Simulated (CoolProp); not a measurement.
Vapour-liquid equilibrium of benzene (1) + m-xylene (2) at 1200 kPa; x and y are mole fractions of (1).

Values from CoolProp's multi-fluid Helmholtz-energy mixture model, Thol 2012 and Zhou 2012; pair parameters Bell 2016.

| x | bubble temperature (°C) | y at the bubble point | dew temperature at overall composition x (°C) | liquid density (mol/L) |
|---|---|---|---|---|
| 0.05 | 257.5 | 0.102 | 260.2 | 5.837 |
| 0.2 | 243.1 | 0.362 | 252.3 | 6.241 |
| 0.35 | 230.3 | 0.561 | 243.8 | 6.651 |
| 0.5 | 218.9 | 0.711 | 234.4 | 7.074 |
| 0.65 | 208.7 | 0.826 | 223.7 | 7.514 |
| 0.8 | 199.6 | 0.914 | 211.2 | 7.977 |
| 0.95 | 191.5 | 0.981 | 195.5 | 8.468 |

No azeotrope shows between x = 0.05 and 0.95.

Pair parameters are fitted to limited data, so mixtures are less certain than the pure fluids.
